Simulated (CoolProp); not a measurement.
Isohexane along the isotherm 155.35 °C: fugacity coefficient from the reference equation and from simpler models built on Tc = 224.6 °C, pc = 3.043 MPa, ω = 0.280; each cubic takes its own stable root.

The numbers come from the reference Helmholtz-energy equation of state, Lemmon 2006 in CoolProp. It is a short technical equation, of lower accuracy than the large ones.

| p (MPa) | phase | reference | van der Waals | Redlich-Kwong | Soave-Redlich-Kwong | Peng-Robinson |
|---|---|---|---|---|---|---|
| 2.17 | liquid | 0.3941 | 0.6026 | 0.4750 | 0.4072 | 0.3946 |
| 4.35 | liquid | 0.2178 | 0.3544 | 0.2673 | 0.2279 | 0.2180 |
| 6.52 | liquid | 0.1607 | 0.2762 | 0.2001 | 0.1699 | 0.1605 |
| 8.69 | liquid | 0.1331 | 0.2407 | 0.1678 | 0.1420 | 0.1325 |
| 10.9 | liquid | 0.1172 | 0.2227 | 0.1494 | 0.1261 | 0.1163 |
| 13 | liquid | 0.1079 | 0.2144 | 0.1389 | 0.1169 | 0.1066 |
| 15.2 | liquid | 0.1016 | 0.2115 | 0.1321 | 0.1110 | 0.1000 |
| 17.4 | liquid | 0.09770 | 0.2126 | 0.1280 | 0.1074 | 0.09575 |
| 19.6 | liquid | 0.09538 | 0.2167 | 0.1260 | 0.1055 | 0.09303 |
| 21.7 | liquid | 0.09426 | 0.2231 | 0.1254 | 0.1048 | 0.09150 |
| 23.9 | liquid | 0.09398 | 0.2319 | 0.1258 | 0.1050 | 0.09076 |
| 26.1 | liquid | 0.09443 | 0.2429 | 0.1273 | 0.1061 | 0.09072 |
| 28.3 | liquid | 0.09551 | 0.2559 | 0.1295 | 0.1078 | 0.09126 |
| 30.4 | liquid | 0.09705 | 0.2702 | 0.1323 | 0.1100 | 0.09225 |
